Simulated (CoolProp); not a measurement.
Model: reference Helmholtz-energy equation of state, Guder 2009, in CoolProp.

**Question.** Give the vapour pressure (MPa), vapour density (kg/m³), liquid viscosity (µPa s), liquid conductivity (mW/(m K)) of saturated sulfur hexafluoride at 247.1, 252.4 K.

**Answer.** 
```tsv
T (K)	p (MPa)	vapour density (kg/m³)	liquid viscosity (µPa s)	liquid conductivity (mW/(m K))
247.1	0.564	46.2	286	69.9
252.4	0.673	55.0	262	68.3
```

Viscosity comes from a separate model (Quiñones-Cisneros 2012). Thermal conductivity comes from a separate model (Assael 2012).
